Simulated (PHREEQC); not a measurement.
Acid rinse or clean with leach liquor (model solution)

Solution A (0.057 mol/kgw HCl, 0.00042 mol/kgw AlCl3 and 0.047 mol/kgw KCl) is mixed with solution B (0.82 mol/kgw HCl, 0.0003 mol/kgw CuSO4 and 0.0044 mol/kgw Fe2(SO4)3) at 25 °C; shares are by mass of water, 1 kg in all. Oxygen is held at 0.21 atm. CO2 from the air is kept out. The run lets Gibbsite, Fe(OH)3(a), Sylvite, Jarosite-K precipitate or redissolve, and no other solid.

Model: ion-association model, phreeqc.dat, run in PHREEQC.

Problem. Predict pH, Al+3 (mol/kgw), HSO4- (mol/kgw), Cu+2 (mol/kgw) at share of solution B = 0.2, 0.5, 0.7.

Solution. 
```csv
share of solution B,pH,Al+3 (mol/kgw),HSO4- (mol/kgw),Cu+2 (mol/kgw)
0.2,0.79,0.000319,0.00214,4.92e-5
0.5,0.48,0.000198,0.00573,0.000111
0.7,0.36,0.000119,0.00820,0.000147
```

The ionic strength reaches 0.83 mol/kgw; past about 0.7 this activity model is rough.
